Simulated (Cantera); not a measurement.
Equilibrium for boron, boron nitride and boron oxide: B2H6 + H2O

Charge: 1 mol B2H6, 18 mol H2O, at 40.0 mbar.

Equilibrium computed with Cantera from the NASA thermochemical tables; the gas is ideal and each condensed phase is pure. Candidate condensed phases: B, B2O3, B3O3H3, H2O; 23 gas species. The feed counts by its element totals alone. Gases not in the tables: H3BO3. The numbers say what is thermodynamically allowed, not how fast it happens.

From 652 °C to 1152 °C the condensed part is B2O3(l). From 1252 °C to 1352 °C nothing is condensed.

```csv
T (°C),x H2O,x H2,x HBO2,x (HBO2)3,x B2O3,x H,n B2O3(l)
652,0.709,0.286,2.00e-5,0.00498,1.70e-12,6.97e-10,0.843
752,0.711,0.286,0.000184,0.00295,2.69e-10,1.17e-8,0.905
852,0.711,0.286,0.00112,0.00188,1.67e-8,1.19e-7,0.929
952,0.709,0.285,0.00496,0.00127,5.12e-7,8.32e-7,0.908
1052,0.698,0.283,0.0173,0.000888,9.16e-6,4.35e-6,0.789
1152,0.671,0.279,0.0492,0.000622,0.000107,1.80e-5,0.447
1252,0.637,0.273,0.0894,0.000181,0.000495,6.18e-5,0
1352,0.637,0.273,0.0895,1.32e-5,0.000638,0.000184,0
```
x: gas mole fraction; n: condensed amount in mol.
